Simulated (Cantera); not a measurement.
Input: 1 mol Si₃N₄, 0.016 mol CO₂, 2 mol H₂, held at 1152 °C and 87000 Pa.

Method: chemical equilibrium by Gibbs-energy minimisation in Cantera with the NASA 1993 tables (ideal gas, pure condensed phases). Candidate condensed phases: C, C₆H₆, C₇H₈, C₈H₁₈, H₂O, Si, SiC, SiO₂, Si₂N₂O, Si₃N₄; 151 gas species. Mutual solubility and eutectic melting of coexisting phases are not modelled. Kinetics and transport are ignored.

### Question
What is the equilibrium state?

### Answer
```json
{
  "x(H₂)": "0.989",
  "x(N₂)": "0.00953",
  "x(CH₄)": "0.00151",
  "x(HCN)": "2.78e-5",
  "x(H)": "7.27e-6",
  "x(NH₃)": "6.56e-6",
  "x(CO)": "2.46e-6",
  "n(SiC(s))": "0.0129 mol",
  "n(Si₂N₂O(s))": "0.0320 mol",
  "n(Si₃N₄(s))": "0.974 mol",
  "gas_amount": "2.016 mol",
  "log10 activity of C(graphite) (absent)": "-0.33",
  "log10 activity of Si(s) (absent)": "-1.95"
}
```
